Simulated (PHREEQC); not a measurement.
Dissolve 0.21 mol/kgw HF, 0.069 mol/kgw (CH3)4NF, 0.0011 mol/kgw H2SiF6 and 0.0014 mol/kgw H2SO4 at 25 °C. Closed to the air; pH follows from the charge balance.

Computed with PHREEQC (ion-association model, wateq4f.dat).

```json
[
 {"quantity": "pH", "before": "2.65", "after": "3.43"},
 {"quantity": "HF (mol/kgw)", "before": "0.118", "after": "0.0849"},
 {"quantity": "F- (mol/kgw)", "before": "0.0458", "after": "0.252"},
 {"quantity": "H2F2 (mol/kgw)", "before": "0.0367", "after": "0.0204"},
 {"quantity": "HF2- (mol/kgw)", "before": "0.0210", "after": "0.0888"},
 {"quantity": "SI of Quartz (SiO2)", "before": "-10.26", "after": "-11.38"}
]
```

Q: Name the change that produced these shifts.
(A) (CH3)4NF from 0.069 to 0.104 mol/kgw
(B) HF from 0.21 to 0.105 mol/kgw
(C) (CH3)4NF from 0.069 to 0.345 mol/kgw
(D) H2SiF6 from 0.0011 to 0.00099 mol/kgw
(E) (CH3)4NF left out

A: C, (CH3)4NF from 0.069 to 0.345 mol/kgw

No solid was allowed to form. (CH3)4N+ isn't in the database: it is added as a free cation with an ion size of 4 Å. wateq4f.dat counts part of the HF as a dimer, H2F2, which phreeqc.dat doesn't know; its constant is uncertain. SiF6-2 is the database's only silicon fluoride.
